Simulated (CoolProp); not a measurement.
Saturation properties of carbon dioxide (Tc = 31.0 °C, pc = 7.377 MPa, ω = 0.224).

Computed with CoolProp (reference Helmholtz-energy equation of state, Span 1996).

```
T (°C)  p (MPa)  liquid density (kg/m³)  liquid viscosity (µPa s)  vapour viscosity (µPa s)  liquid conductivity (mW/(m K))
------  -------  ----------------------  ------------------------  ------------------------  ------------------------------
-44.05   0.8628                    1132                       206                      11.5                             162
-37.55    1.098                    1107                       185                      11.9                             154
-31.05    1.378                    1080                       167                      12.2                             146
-24.45    1.713                    1052                       150                      12.6                             138
-17.95    2.097                    1022                       135                      13.1                             130
-11.45    2.541                   990.4                       122                      13.5                             123
-4.95     3.050                   955.9                       109                      14.1                             115
1.65      3.640                   917.4                      97.5                      14.7                             107
```

Viscosity comes from a separate model (Laesecke 2017). Thermal conductivity comes from a separate model (Huber 2016).
